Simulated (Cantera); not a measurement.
Input (Python, Cantera):

```python
import numpy as np
import cantera as ct

surf = ct.Interface("ptcombust.yaml", "Pt_surf")
gas = surf.adjacent["gas"]
gas.TPX = 300, 47000, {'CH4': 0.034, 'O2': 0.18, 'N2': 0.79}
jet = ct.ImpingingJet(gas=gas, width=0.021, surface=surf)
jet.inlet.mdot, jet.inlet.T, jet.inlet.X = 0.028, 300, {'CH4': 0.034, 'O2': 0.18, 'N2': 0.79}
jet.set_refine_criteria(ratio=10, slope=0.2, curve=0.3)
show, cover = ['CH4', 'O2', 'H2O', 'OH', 'CO', 'CO2'], ["PT(S)", "H(S)", "O(S)", "OH(S)", "CO(S)", "C(S)"]

rows = []
print(f"{'Ts/K':>7s}" + "".join(f"{s:>11s}" for s in show + cover) + "   (gas at the wall, coverages)")
for i, Ts in enumerate([850, 900, 950, 1000, 1050]):
    jet.surface.T = Ts
    if i == 0:
        surf.TP = Ts, 47000
        surf.coverages = "PT(S):0.5, O(S):0.5"
        surf.advance_coverages(1.0)
        jet.set_initial_guess(products="inlet")
    jet.solve(loglevel=0, auto=(i == 0))
    rows.append([*(jet.X[gas.species_index(s), -1] for s in show), *surf[cover].coverages])
    print(f"{Ts:7g}" + "".join(f"{x:11.3e}" for x in rows[-1]))
```

Output:

```
   Ts/K        CH4         O2        H2O         OH         CO        CO2      PT(S)       H(S)       O(S)      OH(S)      CO(S)       C(S)   (gas at the wall, coverages)
    850  2.747e-02  1.656e-01  1.204e-02  4.851e-09  5.609e-06  7.809e-03  7.189e-02  1.778e-08  9.265e-01  1.616e-03  1.286e-05  3.285e-08
    900  2.037e-02  1.504e-01  2.529e-02  2.053e-08  5.966e-06  1.647e-02  1.151e-01  7.361e-08  8.826e-01  2.307e-03  1.260e-05  4.479e-08
    950  1.346e-02  1.358e-01  3.809e-02  6.193e-08  5.431e-06  2.488e-02  1.676e-01  2.182e-07  8.297e-01  2.704e-03  9.763e-06  4.671e-08
   1000  8.690e-03  1.257e-01  4.681e-02  1.676e-07  4.698e-06  3.065e-02  2.253e-01  5.067e-07  7.719e-01  2.789e-03  6.711e-06  4.194e-08
   1050  5.806e-03  1.197e-01  5.199e-02  4.027e-07  4.118e-06  3.408e-02  2.852e-01  1.002e-06  7.121e-01  2.687e-03  4.476e-06  3.560e-08
```

Computed with Cantera and Deutschmann's 1995 Pt surface mechanism with GRI-Mech 3.0 gas chemistry. Catalytic surfaces can have several steady states; this one follows from the mechanism file's or the stated starting coverage.
